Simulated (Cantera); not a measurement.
Standard-state values (1 bar) from the NASA 1993 polynomials, evaluated with Cantera. Values are per mole of reaction as written; species without (g) are pure solids or liquids, kept so even where they would boil at 1 bar.

3 B2O2(g) + 3 F2(g) → 2 BF3(g) + 2 B2O3(g)

```
T (K)  ΔH° (kJ)  ΔS° (J/K)  ΔG° (kJ)  log10 K
-----  --------  ---------  --------  -------
300     -2575.2     -260.1   -2497.1   434.78
473           …          …         …        …
623           …          …         …        …
773     -2582.6     -276.8   -2368.6   160.05
923           …          …         …        …
1073          …          …         …        …
1223    -2583.6     -277.9   -2243.7    95.82
1373    -2583.6     -278.0   -2201.9    83.77
1523    -2583.6     -278.0   -2160.3    74.09
```

Problem. Complete the blanks.

Solution. 
- 473, ΔH° (kJ): -2579.3
- 473, ΔS° (J/K): -271.3
- 473, ΔG° (kJ): -2451.0
- 473, log10 K: 270.67
- 623, ΔH° (kJ): -2581.4
- 623, ΔS° (J/K): -275.2
- 623, ΔG° (kJ): -2410.0
- 623, log10 K: 202.06
- 923, ΔH° (kJ): -2583.2
- 923, ΔS° (J/K): -277.5
- 923, ΔG° (kJ): -2327.0
- 923, log10 K: 131.69
- 1073, ΔH° (kJ): -2583.4
- 1073, ΔS° (J/K): -277.8
- 1073, ΔG° (kJ): -2285.3
- 1073, log10 K: 111.25
